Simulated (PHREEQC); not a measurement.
# Brine: speciation

Consider water at 25 °C with 0.54 mol CaCl2 and 1.3 mol LiCl per kg of water. Closed to the air; pH follows from the charge balance.

The numbers come from PHREEQC with the Pitzer model, pitzer.dat.

ionic strength: 2.92 mol/kgw
activity of water: 0.916
density: 1.071 g/cm³
osmotic coefficient: 1.153

| species | molality | activity | log γ |
|---|---|---|---|
| Cl- | 2.38 | 1.36 | -0.244 |
| Li+ | 1.30 | 2.00 | 0.187 |
| Ca+2 | 0.540 | 0.306 | -0.247 |
| OH- | 2.02e-7 | 2.47e-8 | -0.913 |
| H+ | 2.02e-7 | 3.75e-7 | 0.269 |

This is a speciation only: nothing precipitates in the calculation. Complexes and solids missing from the database can't appear.
